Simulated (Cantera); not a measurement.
A closed system holds: 1 mol CuO, 320 mol H₂, at 1273 K and 12.0 mbar.

Equilibrium computed with Cantera from the NASA thermochemical tables; the gas is ideal and each condensed phase is pure. Candidate condensed phases: Cu, CuO, Cu(OH)₂, Cu₂O, H₂O; 12 gas species. Rates play no part.

Base state: H₂ 0.997, H₂O 0.00312 (mole fractions); condensed: Cu(s).

Question: What changes in the equilibrium state with this change: CuO replaced by FeS₂?

Answer: 
| species | before | after |
|---|---|---|
| H₂ | 0.997 | 0.994 |
| H₂S | 0 | 0.00619 |
| SH | 0 | 2.39e-5 |
| H₂O | 0.00312 | 0 |
| S₂ | 0 | 1.84e-5 |
| Cu(s), mol | 0.998 | 0 |
| Fe(γ), mol | 0 | 1.000 |
Further candidate phases: Fe, FeS, FeS₂, S.
